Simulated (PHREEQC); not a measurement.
Dissolve 0.0017 mol/kgw Zn(NO3)2 and 6.2e-05 mol/kgw KOH at 25 °C. Closed to the air; pH follows from the charge balance.

Model: ion-association model, phreeqc.dat, run in PHREEQC.

```tsv
quantity	before	after
pH	7.43	5.92
ionic strength (mol/kgw)	0.00505	0.00510
ZnOH+ (mol/kgw)	3.92e-5	1.25e-6
Zn(OH)2 (mol/kgw)	1.13e-5	1.11e-8
SI of Zn(OH)2(e) (Zn(OH)2)	+0.45	-2.55
```

**Question.** What was changed between the two runs?
A) KOH left out
B) diluted 5-fold with water
C) Zn(NO3)2 from 0.0017 to 0.00153 mol/kgw
D) KOH from 6.2e-05 to 0.00062 mol/kgw

**Answer.** A, KOH left out

Precipitation was switched off in this run. Some of these states are supersaturated (in Zn(OH)2(e), for instance).
